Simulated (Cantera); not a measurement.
Feed: 1 mol CaF2, 0.11 mol HF, 4.1 mol N2, held at 525 °C and 13300 Pa.

These are equilibrium values from Cantera (NASA tables, ideal gas, pure condensed phases), not measurements of a reactor. Candidate condensed phases: Ca, CaF2; 25 gas species. Rates play no part.

Base state: N2 0.974, HF 0.0261 (mole fractions); condensed: CaF2(s).

Task: What changes in the equilibrium state with this change: CaF2 replaced by BaF2?

Result: 
| species | before | after |
|---|---|---|
| N2 | 0.974 | 0.974 |
| HF | 0.0261 | 0.0261 |
| CaF2(s), mol | 1.00 | 0 |
| BaF2(s), mol | 0 | 1.00 |
Further candidate phases: Ba, BaF2.
